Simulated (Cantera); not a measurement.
A closed system holds: 1 mol Si3H8, 2.7 mol HCl, 12 mol N2, equilibrated at 1673 K and 1.30 bar.

Cantera equilibrium calculation (NASA polynomials, part measured and part estimated; ideal gas, pure solids and liquids). Candidate condensed phases: NH4Cl, Si, Si3N4; 28 gas species. The feed counts by its element totals alone. The tables' values for SiCl3 are old estimates; treat these amounts as uncertain. Rates play no part.

Base state: N2 0.601, H2 0.246, HCl 0.147, SiCl2 0.00370, SiCl3 0.00115, SiCl4 0.000747, SiHCl3 0.000225, H 4.95e-5 (mole fractions); condensed: Si3N4(s).

Problem. What changes in the equilibrium state with this change: pressure from 1.30 bar to 0.100 bar?

Solution. 
```json
[
 {"species": "N2", "before": "0.601", "after": "0.603"},
 {"species": "H2", "before": "0.246", "after": "0.254"},
 {"species": "HCl", "before": "0.147", "after": "0.126"},
 {"species": "SiCl2", "before": "0.00370", "after": "0.0147"},
 {"species": "SiCl4", "before": "0.000747", "after": "0.000165"},
 {"species": "SiHCl3", "before": "0.000225", "after": "5.92e-5"},
 {"species": "H", "before": "4.95e-5", "after": "0.000181"},
 {"species": "Si3N4(s), mol", "before": "0.967", "after": "0.910"}
]
```
